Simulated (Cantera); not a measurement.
Cantera run:

```python
import numpy as np
import cantera as ct

gas_names = [...]  # 130 gases of nasa_gas.yaml made of C, H, Mg, O, S
cond_names = """
    C(gr) C6H6(L) C7H8(L) C8H18(L),n-octa H2O(s) H2O(L) H2SO4(L) Mg(cr) Mg(L) MgCO3(s) MgO(s) MgO(L)
    MgO2H2(s) MgS(s) MgSO4(s) MgSO4(L) S(cr1) S(cr2) S(L)
""".split()


# ... load() reads the species with a 1 bar reference pressure and builds the phases ...
atoms = {
    'MgSO4': {'Mg': 1, 'S': 1, 'O': 4},
    'CO2': {'C': 1, 'O': 2},
    'H2': {'H': 2},
}
top_T = {'C(gr)': 4500, 'MgS(s)': 2250}  # K; cautious upper limits of use, not melting points


# ... equilibrate(T, P, feed) seeds the gas with the atoms and calls Mixture.equilibrate('TP', solver="vcs", rtol=1e-11, max_steps=5000) ...
results = []
feed = {'MgSO4': 1, 'CO2': 3.8, 'H2': 1.7}  # mol
P = 24000  # Pa
for T in [923, 1023, 1123, 1223, 1323, 1423, 1523, 1623, 1723, 1823, 1923, 2023, 2123, 2223]:
    mix = equilibrate(T, P, feed)
    results.append((T, P, feed, dict(zip(mix.species_names, mix.species_moles))))
    x = sorted(zip(gas.X, gas.species_names), reverse=True)
    print(f"T = {T:g} K  P = {P:g} Pa  gas = {mix.phase_moles(0):.4g} mol")
    print("   x: " + "  ".join(f"{s} {v:.3e}" for v, s in x if v > 0.0001))
    print("   condensed (mol): " + ("  ".join(f"{mix.phase(i).name} {mix.phase_moles(i):.4g}"
          for i in range(1, mix.n_phases) if mix.phase_moles(i) > 1e-12) or "none"))
```

Output:

```
T = 923 K  P = 24000 Pa  gas = 6.305 mol
   x: CO2 6.015e-01  H2O 2.560e-01  SO2 1.102e-01  S2 1.684e-02  H2S 1.298e-02  CO 7.026e-04  S2O 6.578e-04  H2 6.109e-04  COS 4.749e-04
   condensed (mol): MgO(s) 1
T = 1023 K  P = 24000 Pa  gas = 6.313 mol
   x: CO2 5.987e-01  H2O 2.575e-01  SO2 1.101e-01  S2 1.807e-02  H2S 1.027e-02  CO 2.604e-03  H2 1.464e-03  S2O 6.598e-04  COS 5.766e-04
   condensed (mol): MgO(s) 1
T = 1123 K  P = 24000 Pa  gas = 6.327 mol
   x: CO2 5.926e-01  H2O 2.577e-01  SO2 1.119e-01  S2 1.806e-02  H2S 8.038e-03  CO 7.398e-03  H2 2.944e-03  COS 6.393e-04  S2O 6.391e-04
   condensed (mol): MgO(s) 1
T = 1223 K  P = 24000 Pa  gas = 6.349 mol
   x: CO2 5.810e-01  H2O 2.566e-01  SO2 1.163e-01  CO 1.687e-02  S2 1.655e-02  H2S 6.048e-03  H2 5.102e-03  COS 6.384e-04  S2O 5.901e-04  SO 1.657e-04
   condensed (mol): MgO(s) 1
T = 1323 K  P = 24000 Pa  gas = 6.38 mol
   x: CO2 5.632e-01  H2O 2.544e-01  SO2 1.236e-01  CO 3.184e-02  S2 1.342e-02  H2 7.753e-03  H2S 4.224e-03  COS 5.606e-04  S2O 5.052e-04  SO 3.997e-04
   condensed (mol): MgO(s) 1
T = 1423 K  P = 24000 Pa  gas = 6.419 mol
   x: CO2 5.407e-01  H2O 2.517e-01  SO2 1.328e-01  CO 5.082e-02  H2 1.044e-02  S2 9.101e-03  H2S 2.626e-03  SO 8.166e-04  COS 4.194e-04  S2O 3.820e-04  SH 1.144e-04
   condensed (mol): MgO(s) 1
T = 1523 K  P = 24000 Pa  gas = 6.457 mol
   x: CO2 5.185e-01  H2O 2.493e-01  SO2 1.418e-01  CO 6.970e-02  H2 1.249e-02  S2 4.720e-03  SO 1.404e-03  H2S 1.368e-03  COS 2.547e-04  S2O 2.360e-04  SH 1.361e-04
   condensed (mol): MgO(s) 1
T = 1623 K  P = 24000 Pa  gas = 6.484 mol
   x: CO2 5.028e-01  H2O 2.483e-01  SO2 1.478e-01  CO 8.321e-02  H2 1.325e-02  SO 2.002e-03  S2 1.700e-03  H2S 5.607e-04  SH 1.207e-04  COS 1.194e-04  S2O 1.099e-04
   condensed (mol): MgO(s) 1
T = 1723 K  P = 24000 Pa  gas = 6.495 mol
   x: CO2 4.954e-01  H2O 2.486e-01  SO2 1.502e-01  CO 8.962e-02  H2 1.281e-02  SO 2.446e-03  S2 4.559e-04  H2S 1.900e-04
   condensed (mol): MgO(s) 1
T = 1823 K  P = 24000 Pa  gas = 6.499 mol
   x: CO2 4.925e-01  H2O 2.494e-01  SO2 1.507e-01  CO 9.213e-02  H2 1.193e-02  SO 2.766e-03  OH 1.405e-04  S2 1.159e-04
   condensed (mol): MgO(s) 1
T = 1923 K  P = 24000 Pa  gas = 6.502 mol
   x: CO2 4.911e-01  H2O 2.501e-01  SO2 1.506e-01  CO 9.340e-02  H2 1.107e-02  SO 3.041e-03  OH 3.934e-04  H 2.023e-04
   condensed (mol): MgO(s) 1
T = 2023 K  P = 24000 Pa  gas = 6.506 mol
   x: CO2 4.894e-01  H2O 2.502e-01  SO2 1.503e-01  CO 9.461e-02  H2 1.036e-02  SO 3.316e-03  OH 9.924e-04  H 3.946e-04  O2 2.851e-04
   condensed (mol): MgO(s) 0.9999
T = 2123 K  P = 24000 Pa  gas = 6.519 mol
   x: CO2 4.859e-01  H2O 2.493e-01  SO2 1.497e-01  CO 9.708e-02  H2 9.922e-03  SO 3.649e-03  OH 2.267e-03  O2 1.263e-03  H 7.294e-04  O 1.182e-04
   condensed (mol): MgO(s) 0.9997
T = 2223 K  P = 24000 Pa  gas = 6.551 mol
   x: CO2 4.766e-01  H2O 2.465e-01  SO2 1.484e-01  CO 1.034e-01  H2 9.981e-03  OH 4.659e-03  O2 4.395e-03  SO 4.179e-03  H 1.306e-03  O 4.229e-04
   condensed (mol): MgO(s) 0.9992
```

Method: chemical equilibrium by Gibbs-energy minimisation in Cantera with the NASA 1993 tables (ideal gas, pure condensed phases). Gases not in the tables: S3 to S7.
